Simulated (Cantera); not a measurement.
An isothermal, constant-pressure homogeneous reactor starts with C₂H₆ : N₂ = 1 : 1.5 (molar parts), at 1050 K and 248 Torr.

Cantera simulation using GRI-Mech 3.0 (53 species, 325 reactions); the numbers are that mechanism's predictions, not measurements. GRI-Mech 3.0 stops at C3 and has no aromatics, soot or wall deposition, so with more carbon than oxygen in the feed, carbon stays in small species such as C2H2 where larger ones or solid carbon would form.

Task: Predict: x(C₂H₆) at 100 s; x(H₂) at 100 s; x(CH₃) at 100 s.

Result: 
```
Item                                               Result
----------------  ---------------------------------------
x(C₂H₆) at 100 s   0.0146 (gas-phase equilibrium 0.00101)
x(H₂) at 100 s       0.184 (gas-phase equilibrium 0.0322)
x(CH₃) at 100 s   9.31e-7 (gas-phase equilibrium 4.90e-7)
```
